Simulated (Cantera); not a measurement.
Input: 1 mol toluene, 0.082 mol O₂, at 2448.15 K and 133 Pa.

Method: chemical equilibrium by Gibbs-energy minimisation in Cantera with the NASA 1993 tables (ideal gas, pure condensed phases). The numbers say what is thermodynamically allowed, not how fast it happens.

```json
[
 {"species": "CH₄", "before": "6.75e-8", "after": "0.536"},
 {"species": "H₂", "before": "0.556", "after": "0.401"},
 {"species": "H₂O", "before": "<1e-9", "after": "0.0618"},
 {"species": "H", "before": "0.407", "after": "<1e-9"},
 {"species": "CO", "before": "0.0314", "after": "2.61e-5"},
 {"species": "C₂H₂ (acetylene)", "before": "0.00481", "after": "<1e-9"},
 {"species": "CO₂", "before": "<1e-9", "after": "0.000552"},
 {"species": "C₂H", "before": "0.000226", "after": "<1e-9"},
 {"species": "C₃", "before": "0.000163", "after": "<1e-9"},
 {"species": "C", "before": "6.03e-5", "after": "<1e-9"},
 {"species": "C₄H₂", "before": "1.72e-5", "after": "<1e-9"},
 {"species": "C(graphite), mol", "before": "6.78", "after": "5.60"}
]
```
Gas species are given as mole fractions.

Task: What was changed between the two runs?
A. O₂ from 0.082 to 1.8 mol
B. temperature from 2448.15 K to 500 K
C. O₂ from 0.082 to 0.31 mol
D. O₂ from 0.082 to 1.1 mol

Result: B, temperature from 2448.15 K to 500 K
